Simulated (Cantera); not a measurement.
An adiabatic, constant-volume homogeneous reactor starts with CH3OH : O2 : N2 = 1 : 2.88 : 11 (molar parts), equivalence ratio 0.52, at 1000 K and 9000 Torr. Integrator tolerance rtol = 1e-08.

Cantera simulation using GRI-Mech 3.0 (53 species, 325 reactions); the numbers are that mechanism's predictions, not measurements. GRI-Mech 3.0 was tuned for natural gas; its chemistry of methanol as a main component is partial and can be far from experiment. The pressure lies above the range GRI-Mech 3.0 was tuned for (to about 10 atm).

### Question
What does this change do: initial temperature 1000 to 1700 K?

### Answer
| quantity | before | after |
|---|---|---|
| time of steepest temperature rise | 87.0 ms | 6.15 µs |
| temperature at 0.500 s | 2388 K | 2835 K |
| equilibrium temperature | 2388 K | 2835 K |
| x(CH3OH) at 0.500 s | <1e-12 (gas-phase equilibrium <1e-12) | <1e-12 (gas-phase equilibrium <1e-12) |
| x(O2) at 0.500 s | 0.0833 (gas-phase equilibrium 0.0833) | 0.0774 (gas-phase equilibrium 0.0774) |
| x(H2O2) at 0.500 s | 1.10e-6 (gas-phase equilibrium 1.10e-6) | 2.01e-6 (gas-phase equilibrium 2.01e-6) |
| x(O) at 0.500 s | 0.000432 (gas-phase equilibrium 0.000432) | 0.00381 (gas-phase equilibrium 0.00381) |
| x(NO) at 0.500 s | 0.0112 (gas-phase equilibrium 0.0112) | 0.0221 (gas-phase equilibrium 0.0221) |
| x(H2) at 0.500 s | 0.000275 (gas-phase equilibrium 0.000275) | 0.00233 (gas-phase equilibrium 0.00233) |
| x(N2O) at 0.500 s | 3.21e-6 (gas-phase equilibrium 3.21e-6) | 5.33e-6 (gas-phase equilibrium 5.33e-6) |
